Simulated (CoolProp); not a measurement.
A simple Rankine cycle with n-perfluorobutane: condensing at 288.15 K, boiler at 1.05 MPa, turbine inlet 353.9 K, turbine efficiency 0.6, pump efficiency 0.8, no recuperator. Each further row changes one setting.

Computed with CoolProp (reference Helmholtz-energy equation of state, Gao 2022).

| case | thermal efficiency (%) | net work (kJ/kg) | heat in (kJ/kg) | turbine exit temperature (K) | volume ratio over the turbine |
|---|---|---|---|---|---|
| as stated | ? | 9.84 | 141 | 332.1 | ? |
| turbine inlet 373.9 K | 6.7 | ? | 161 | 353.3 | 6.21 |
| condensing temperature 280.15 K | 7.8 | ? | 150 | ? | 8.83 |
| boiler pressure 0.735 MPa | 5.7 | 8.33 | ? | 338.6 | 4.19 |
| turbine efficiency 0.5 | 5.7 | 8.09 | 141 | 334.0 | 6.65 |

Task: Fill in the missing entries.

Result: 
- as stated, thermal efficiency (%): 7.0
- as stated, volume ratio over the turbine: 6.60
- turbine inlet 373.9 K, net work (kJ/kg): 10.8
- condensing temperature 280.15 K, net work (kJ/kg): 11.7
- condensing temperature 280.15 K, turbine exit temperature (K): 329.5
- boiler pressure 0.735 MPa, heat in (kJ/kg): 145
